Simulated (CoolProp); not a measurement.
Vapour-liquid equilibrium of carbon dioxide (1) + C2F6 (R116) (2) at 5.8 bar; x and y are mole fractions of (1).

The numbers come from the multi-fluid Helmholtz-energy mixture model, Span 1996 and Lemmon 2006; pair parameters Bell 2016 in CoolProp.

**Question.** Give the bubble temperature and the first vapour's composition at x = 0.425, 0.5, 0.95. Is there an azeotrope?

**Answer.** x = 0.425: 216.9 K, y = 0.650; x = 0.5: 216.2 K, y = 0.679; x = 0.95: 217.2 K, y = 0.884. y crosses x between x = 0.725 and 0.8: the model has an azeotrope there.

The pair parameters rest on a limited set of measurements; away from them the model extrapolates.
